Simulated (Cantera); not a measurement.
Feed: 1 mol V, 0.23 mol NH3, 0.011 mol H2O, held at 2225 K and 0.0470 bar.

Cantera equilibrium calculation (NASA polynomials, part measured and part estimated; ideal gas, pure solids and liquids). Candidate condensed phases: H2O, V, VN, VO, V2O3, V2O4, V2O5; 28 gas species. Each liquid is taken as pure. Mutual solubility and eutectic melting of coexisting phases are not modelled. VO: taken at fixed stoichiometry. Condensed phases not in the tables: V2N, N, O or C dissolved in the metal. Equilibrium is a limit: real reactors are often held back by kinetics, nucleation or transport.

Base state: H2 0.732, N2 0.241, H 0.0256, V 0.00101, VO 0.000733, H2O 0.000519, VO2 6.33e-5 (mole fractions); condensed: V(l) + VO(l).

Question: What changes in the equilibrium state with this change: pressure from 0.0470 bar to 0.133 bar?

Answer: 
```csv
species,before,after
H2,0.732,0.794
N2,0.241,0.189
H,0.0256,0.0158
V,0.00101,0.000357
VO2,6.33e-5,2.23e-5
VO,0.000733,0.000258
H2O,0.000519,0.000564
"V(l), mol",0.989,0.926
"VO(l), mol",0.0103,0.0106
"VN(s), mol",0,0.0627
```
VN, VO: taken at fixed stoichiometry. Condensed phases not in the tables: solid solutions among these carbides, nitrides and lower oxides, V2N, N, O or C dissolved in the metal.
